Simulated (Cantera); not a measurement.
A Cantera script and what it prints.

```python
import numpy as np
import cantera as ct

gas_names = """
    C CO CO2 C2 C2O C3 C3O2 C4 C5 Na NaO Na2 Na2O O O2 O3
""".split()
cond_names = """
    C(gr) Na(cr) Na(L) NaO2(s) Na2CO3(I) Na2CO3(II) Na2CO3(L) Na2O(c) Na2O(a) Na2O(L) Na2O2(a) Na2O2(b)
""".split()


# ... load() reads the species with a 1 bar reference pressure and builds the phases ...
atoms = {
    'Na2CO3': {'Na': 2, 'C': 1, 'O': 3},
    'C': {'C': 1},
    'O2': {'O': 2},
}
top_T = {'C(gr)': 4500, 'NaO2(s)': 800, 'Na2O2(b)': 940}  # K; cautious upper limits of use, not melting points


# ... equilibrate(T, P, feed) seeds the gas with the atoms and calls Mixture.equilibrate('TP', solver="vcs", rtol=1e-11, max_steps=5000) ...
results = []
feed = {'Na2CO3': 1, 'C': 0.27, 'O2': 4.6}  # mol
P = 101325  # Pa
for T in [925, 1000, 1075, 1150, 1225, 1300, 1375, 1450, 1525, 1600, 1675, 1750, 1825, 1900]:
    mix = equilibrate(T, P, feed)
    results.append((T, P, feed, dict(zip(mix.species_names, mix.species_moles))))

top = {s: max(r[3][s] / sum(r[3][g] for g in gas_names) for r in results) for s in gas_names}
cols = sorted((s for s in top if top[s] > 1e-05), key=lambda s: -top[s])[:8]
seen = [c for c in cond_names if any(r[3].get(c, 0) > 1e-12 for r in results)]
print("log10 of partial pressures in bar; condensed amounts in mol")
print(f"{'T/K':>10s}" + "".join(f"{s[:9]:>10s}" for s in cols + seen))
for T, P, feed, n in results:
    ng = sum(n[g] for g in gas_names)
    print(f"{T:10.4g}" + "".join(f"{np.log10(max(n[s] / ng * P / 1e5, 1e-99)):10.3f}" for s in cols)
          + "".join(f"{n.get(c, 0):10.4g}" for c in seen))
```

Output:

```
log10 of partial pressures in bar; condensed amounts in mol
       T/K        O2       CO2        Na       NaO      Na2O         O        CO       Na2 Na2CO3(II Na2CO3(L)
       925    -0.021    -1.226   -14.023   -14.112   -21.336   -10.883   -12.628   -28.060         1         0
      1000    -0.021    -1.226   -12.074   -12.263   -18.516    -9.814   -11.431   -24.478         1         0
      1075    -0.021    -1.226   -10.406   -10.680   -16.108    -8.892   -10.401   -21.414         1         0
      1150    -0.021    -1.226    -8.980    -9.330   -14.062    -8.091    -9.507   -18.800         0         1
      1225    -0.021    -1.226    -7.764    -8.179   -12.337    -7.386    -8.723   -16.577         0         1
      1300    -0.021    -1.226    -6.696    -7.168   -10.823    -6.763    -8.031   -14.625         0         1
      1375    -0.021    -1.226    -5.749    -6.274    -9.487    -6.206    -7.414   -12.899         0         1
      1450    -0.021    -1.226    -4.906    -5.477    -8.299    -5.707    -6.862   -11.362         0         1
      1525    -0.021    -1.225    -4.151    -4.764    -7.237    -5.257    -6.365    -9.988         0    0.9998
      1600    -0.021    -1.224    -3.471    -4.123    -6.284    -4.849    -5.914    -8.752         0    0.9991
      1675    -0.022    -1.221    -2.857    -3.544    -5.427    -4.477    -5.501    -7.638         0    0.9962
      1750    -0.024    -1.209    -2.304    -3.023    -4.659    -4.138    -5.114    -6.635         0    0.9863
      1825    -0.033    -1.175    -1.809    -2.562    -3.983    -3.830    -4.734    -5.742         0    0.9567
      1900    -0.054    -1.100    -1.374    -2.165    -3.410    -3.552    -4.334    -4.962         0    0.8766
```

These are equilibrium values from Cantera (NASA tables, ideal gas, pure condensed phases), not measurements of a reactor.
